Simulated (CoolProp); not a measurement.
Vapour-liquid equilibrium of hydrogen chloride (1) + n-butane (2) at -11.95 °C; x and y are mole fractions of (1).

Values from CoolProp's multi-fluid Helmholtz-energy mixture model, Thol 2018 and Bücker 2006; pair parameters Bell 2016.

Give the bubble pressure and the first vapour's composition at x = 0.25, 0.55, 0.65. Is there an azeotrope?

x = 0.25: 0.7823 MPa, y = 0.921; x = 0.55: 1.256 MPa, y = 0.956; x = 0.65: 1.362 MPa, y = 0.963. No azeotrope shows between x = 0.05 and 0.95.

The pair parameters rest on a limited set of measurements; away from them the model extrapolates. With so large a gap from Raoult's law the liquid may split in two, which this calculation doesn't test in full.
